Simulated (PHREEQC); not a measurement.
A solution holds 0.73 mol/kgw HF and 0.25 mol/kgw H2SO4, at 25 °C. It is in equilibrium with CO2 at log p = -3.5 (atm). Otherwise closed; pH follows from the charge balance.

Model: ion-association model, phreeqc.dat, run in PHREEQC.

| Quantity | Result |
|---|---|
| pH | 0.64 |
| ionic strength | 0.322 mol/kgw |
| activity of water | 0.979 |
| specific conductance | 87800 µS/cm |
| density | 1.017 g/cm³ |
| total alkalinity | -1230 meq/kg |

```tsv
species	molality	activity	log γ
HF	0.709	0.763	0.032
H+	0.292	0.228	-0.108
HSO4-	0.220	0.161	-0.135
SO4-2	0.0298	0.00728	-0.612
HF2-	0.00894	0.00654	-0.135
F-	0.00334	0.00224	-0.175
CO2	9.99e-6	1.08e-5	0.032
```

No solid was allowed to form.
